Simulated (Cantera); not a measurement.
Input: 1 mol SiH2Cl2, 4.4 mol HCl, 7.6 mol H2, at 13.3 mbar.

These are equilibrium values from Cantera (NASA tables, ideal gas, pure condensed phases), not measurements of a reactor. Candidate condensed phases: Si; 19 gas species. The tables' values for SiCl3 are old estimates; treat these amounts as uncertain. Kinetics and transport are ignored. All values below are at 1102 °C.

Base state: H2 0.645, HCl 0.282, SiCl2 0.0468, SiCl4 0.0128, SiCl3 0.0114, SiHCl3 0.00186, SiH2Cl2 4.03e-5, H 2.38e-5 (mole fractions); condensed: gas only.

Task: What changes in the equilibrium state with this change: pressure from 13.3 mbar to 0.130 bar?

Result: 
```
species   before     after
-------  -------  --------
H2         0.645     0.686
HCl        0.282     0.239
SiCl4     0.0128    0.0358
SiCl2     0.0468    0.0199
SiCl3     0.0114    0.0125
SiH2Cl2  4.03e-5  0.000178
SiHCl3   0.00186   0.00655
```
